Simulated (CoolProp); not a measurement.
Vapour-liquid equilibrium of CHF3 (R23) (1) + R125 (2) at 3.28 bar; x and y are mole fractions of (1).

Model: multi-fluid Helmholtz-energy mixture model, Penoncello 2003 and Lemmon 2005; pair parameters Bell 2016, in CoolProp.

| x | bubble temperature (°C) | y at the bubble point | dew temperature at overall composition x (°C) | liquid density (mol/L) |
|---|---|---|---|---|
| 0.05 | -24.2 | 0.155 | -21.8 | 12.06 |
| 0.15 | -30.4 | 0.397 | -24.0 | 12.69 |
| 0.25 | -35.8 | (withheld) | -26.5 | 13.34 |
| 0.35 | -40.5 | 0.692 | -29.1 | 14.01 |
| 0.45 | -44.5 | 0.781 | (withheld) | (withheld) |
| 0.55 | -47.9 | 0.845 | -35.2 | 15.44 |
| 0.65 | -50.9 | 0.894 | -38.8 | 16.20 |
| 0.75 | -53.5 | 0.932 | (withheld) | 17.02 |
| 0.85 | -55.8 | 0.963 | -48.2 | 17.89 |
| 0.95 | -57.9 | 0.989 | (withheld) | (withheld) |

**Question.** Complete the blanks.

**Answer.** 
- 0.25, y at the bubble point: 0.570
- 0.45, dew temperature at overall composition x (°C): -32.0
- 0.45, liquid density (mol/L): 14.71
- 0.75, dew temperature at overall composition x (°C): -43.0
- 0.95, dew temperature at overall composition x (°C): -54.8
- 0.95, liquid density (mol/L): 18.83

No azeotrope shows between x = 0.05 and 0.95.

Pair parameters are fitted to limited data, so mixtures are less certain than the pure fluids.
